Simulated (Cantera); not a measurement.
A closed system holds: 1 mol SiC, 0.83 mol N2O, 1.9 mol N2, 0.0031 mol H2O, held at 2023.15 K and 55.0 Pa.

Equilibrium computed with Cantera from the NASA thermochemical tables; the gas is ideal and each condensed phase is pure. Candidate condensed phases: C, C6H6, C7H8, C8H18, H2O, Si, SiC, SiO2, Si2N2O, Si3N4; 151 gas species. The tables' values for SiN are old estimates; treat these amounts as uncertain. Kinetics and transport are ignored.

Q: What is the equilibrium state?

A: x(N2): 0.726
x(CO): 0.137
x(SiO): 0.0849
x(Si): 0.0492
x(Si2C): 0.00149
x(H): 0.00118
x(Si2): 0.000256
x(SiN): 0.000242
x(H2): 0.000213
n(SiC(s)): 0.480 mol
gas amount: 3.761 mol
log10 activity of Si(l) (absent): -0.32
log10 activity of C(graphite) (absent): -0.90
